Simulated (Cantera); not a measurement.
A closed system holds: 1 mol Si, 1.8 mol NF3, equilibrated at 275 °C and 0.100 bar.

These are equilibrium values from Cantera (NASA tables, ideal gas, pure condensed phases), not measurements of a reactor. Candidate condensed phases: Si, Si3N4; 16 gas species. Kinetics and transport are ignored.

Base state: SiF4 0.469, N2 0.313, NF3 0.218, F2 0.000782 (mole fractions); condensed: gas only.

Q: What changes in the equilibrium state with this change: temperature from 275 °C to 1450 °C?

A: 
```tsv
species	before	after
F	2.68e-6	0.424
SiF4	0.469	0.303
N2	0.313	0.273
NF3	0.218	<1e-9
F2	0.000782	0.000425
```
